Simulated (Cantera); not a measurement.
Mixture: H2 : O2 : N2 = 1 : 0.417 : 1.57 (molar parts), equivalence ratio 1.2, at 1.01 bar, adiabatic and at constant volume. Ignition delay is the time to a rise of 400 K.

Cantera simulation using GRI-Mech 3.0 (53 species, 325 reactions); the numbers are that mechanism's predictions, not measurements. Below about 950 K walls govern HO2 and H2O2 in real vessels. Where the delays flatten at high temperature, the 400 K rule measures the pace of heat release, not the induction time.

### Question
What does this change do: pressure from 1.01 bar to 18.0 bar?

### Answer
```json
[
 {"quantity": "delay at 948 K", "before": "10.7 ms", "after": "18.6 ms"},
 {"quantity": "delay at 1148 K", "before": "61.3 µs", "after": "0.276 ms"},
 {"quantity": "delay at 1348 K", "before": "23.1 µs", "after": "3.66 µs"},
 {"quantity": "delay at 1548 K", "before": "13.6 µs", "after": "0.719 µs"}
]
```
The hydrogen kinetics of GRI-Mech 3.0 are dated; newer H2 mechanisms differ, most at raised pressure. The pressure lies above the range GRI-Mech 3.0 was tuned for (to about 10 atm).

### Question
What does this change do: pressure from 1.01 bar to 1.00 bar?

### Answer
```
quantity          before    after
---------------  -------  -------
delay at 948 K   10.7 ms  9.91 ms
delay at 1148 K  61.3 µs  62.0 µs
delay at 1348 K  23.1 µs  23.5 µs
delay at 1548 K  13.6 µs  13.8 µs
```
